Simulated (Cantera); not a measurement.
## Adiabatic ignition

An adiabatic, constant-volume homogeneous reactor starts with 3.74 % CH₄, 0.710 % CO, 20.1 % O₂, 75.5 % N₂, at 1650 K and 0.220 bar.

Model: GRI-Mech 3.0 (53 species, 325 reactions), integrated in Cantera.

| t (s) | T (K) | P (bar) | x CH₄ | x CO | x O₂ | x NO₂ | x CH₃ | x HO₂ | x CH₂O |
|---|---|---|---|---|---|---|---|---|---|
| 2.00e-6 | 1650 | 0.220 | 0.0374 | 0.00710 | 0.201 | <1e-12 | 1.68e-7 | 6.79e-8 | 3.62e-10 |
| 5.97e-6 | 1650 | 0.220 | 0.0374 | 0.00710 | 0.201 | <1e-12 | 6.27e-7 | 2.01e-7 | 4.13e-9 |
| 1.78e-5 | 1650 | 0.220 | 0.0374 | 0.00710 | 0.201 | <1e-12 | 2.47e-6 | 5.92e-7 | 5.01e-8 |
| 5.32e-5 | 1650 | 0.220 | 0.0374 | 0.00710 | 0.201 | <1e-12 | 8.91e-6 | 1.69e-6 | 5.72e-7 |
| 0.000159 | 1650 | 0.220 | 0.0373 | 0.00710 | 0.201 | <1e-12 | 3.44e-5 | 4.52e-6 | 6.61e-6 |
| 0.000475 | 1650 | 0.220 | 0.0370 | 0.00710 | 0.200 | <1e-12 | 0.000207 | 1.24e-5 | 0.000106 |
| 0.00142 | 2255 | 0.308 | <1e-12 | 0.0120 | 0.116 | 1.11e-8 | <1e-12 | 2.80e-6 | 2.65e-12 |
| 0.00423 | 2466 | 0.332 | <1e-12 | 0.00707 | 0.118 | 4.73e-7 | <1e-12 | 4.91e-6 | 1.64e-12 |
| 0.0126 | 2479 | 0.334 | <1e-12 | 0.00638 | 0.116 | 1.99e-6 | <1e-12 | 5.32e-6 | 1.53e-12 |
| 0.0377 | 2469 | 0.332 | <1e-12 | 0.00617 | 0.113 | 4.49e-6 | <1e-12 | 5.10e-6 | 1.43e-12 |
| 0.113 | 2464 | 0.331 | <1e-12 | 0.00605 | 0.112 | 5.85e-6 | <1e-12 | 4.98e-6 | 1.38e-12 |
| 0.336 | 2464 | 0.331 | <1e-12 | 0.00604 | 0.112 | 5.91e-6 | <1e-12 | 4.97e-6 | 1.37e-12 |
| 1.00 | 2464 | 0.331 | <1e-12 | 0.00604 | 0.112 | 5.91e-6 | <1e-12 | 4.97e-6 | 1.37e-12 |
| 3.00 | 2464 | 0.331 | <1e-12 | 0.00604 | 0.112 | 5.91e-6 | <1e-12 | 4.97e-6 | 1.37e-12 |
x: mole fraction; the columns are a selection and need not sum to one.

- time of steepest temperature rise = 1.07 ms
- temperature at 3.00 s = 2464 K
- equilibrium temperature = 2464 K
- x(CH₄) at 3.00 s = <1e-12 (gas-phase equilibrium <1e-12)
- x(CO) at 3.00 s = 0.00604 (gas-phase equilibrium 0.00604)
- x(O₂) at 3.00 s = 0.112 (gas-phase equilibrium 0.112)
